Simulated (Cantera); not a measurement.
## Ignition delay

Mixture: 24.7 % H2, 15.8 % O2, 59.5 % N2, equivalence ratio 0.78, at 10.0 bar, adiabatic and at constant pressure. Ignition delay is the time to a rise of 400 K.

Computed with Cantera and the H2/O2 subset of GRI-Mech 3.0, which has no nitrogen chemistry. The hydrogen kinetics of GRI-Mech 3.0 are dated; newer H2 mechanisms differ, most at raised pressure. Where the delays flatten at high temperature, the 400 K rule measures the pace of heat release, not the induction time.

```tsv
T0 (K)	delay (ms)
1125	0.536
1225	0.0245
1325	0.00394
1425	0.00207
1525	0.00137
1625	0.00101
1725	0.000800
1825	0.000673
1925	0.000596
```
